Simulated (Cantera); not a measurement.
Thermodynamics of oxide etching and cleaning by halides, feed CaO + HF + H2

A closed system holds: 1 mol CaO, 32 mol HF, 0.68 mol H2, at 100000 Pa.

These are equilibrium values from Cantera (NASA tables, ideal gas, pure condensed phases), not measurements of a reactor. Candidate condensed phases: Ca, CaF2, CaO, Ca(OH)2, H2O; 29 gas species. Rates play no part.

| T (°C) | x HF | x H2O | x H2 | x CaF2 | x H | x H2F2 | n CaF2(s) | n CaF2(l) |
|---|---|---|---|---|---|---|---|---|
| 752 | 0.947 | 0.0316 | 0.0215 | <1e-12 | 6.38e-10 | 3.24e-5 | 1.00 | 0 |
| 827 | 0.947 | 0.0316 | 0.0215 | 1.29e-11 | 3.79e-9 | 2.58e-5 | 1.00 | 0 |
| 902 | 0.947 | 0.0316 | 0.0215 | 2.41e-10 | 1.80e-8 | 2.11e-5 | 1.00 | 0 |
| 977 | 0.947 | 0.0316 | 0.0215 | 3.11e-9 | 7.08e-8 | 1.78e-5 | 1.00 | 0 |
| 1052 | 0.947 | 0.0316 | 0.0215 | 2.96e-8 | 2.40e-7 | 1.53e-5 | 1.000 | 0 |
| 1127 | 0.947 | 0.0316 | 0.0215 | 2.18e-7 | 7.13e-7 | 1.34e-5 | 1.000 | 0 |
| 1202 | 0.947 | 0.0316 | 0.0215 | 1.27e-6 | 1.90e-6 | 1.19e-5 | 1.000 | 0 |
| 1277 | 0.947 | 0.0316 | 0.0215 | 6.08e-6 | 4.61e-6 | 1.08e-5 | 1.000 | 0 |
| 1352 | 0.947 | 0.0316 | 0.0215 | 2.48e-5 | 1.03e-5 | 9.81e-6 | 0.999 | 0 |
| 1427 | 0.947 | 0.0316 | 0.0215 | 8.66e-5 | 2.16e-5 | 9.03e-6 | 0 | 0.997 |
| 1502 | 0.947 | 0.0316 | 0.0214 | 0.000249 | 4.24e-5 | 8.38e-6 | 0 | 0.992 |
| 1577 | 0.946 | 0.0315 | 0.0214 | 0.000652 | 7.88e-5 | 7.83e-6 | 0 | 0.979 |
x: gas mole fraction; n: condensed amount in mol.

From 752 °C to 1352 °C the condensed part is CaF2(s). From 1427 °C to 1577 °C the condensed part is CaF2(l).
